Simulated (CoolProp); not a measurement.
50 sccm (0 °C, 1 atm) of nitrogen bubbles through liquid toluene at 359.2 K and leaves saturated at a total pressure of 0.15 MPa (ideal gas phase). Each further row changes one setting.

Model: reference Helmholtz-energy equation of state, Lemmon 2006, in CoolProp. It is a short technical equation, of lower accuracy than the large ones.

```csv
case,vapour pressure (kPa),mole fraction of vapour,delivery (mg/min),delivery (sccm),change of delivery for a bath 1 K warmer (%)
as stated,47.7,0.318,95.8,23.3,5.0
bath temperature 364.2 K,56.2,0.374,123,29.9,5.3
total pressure 0.3 MPa,47.7,0.159,38.9,9.45,4.0
```
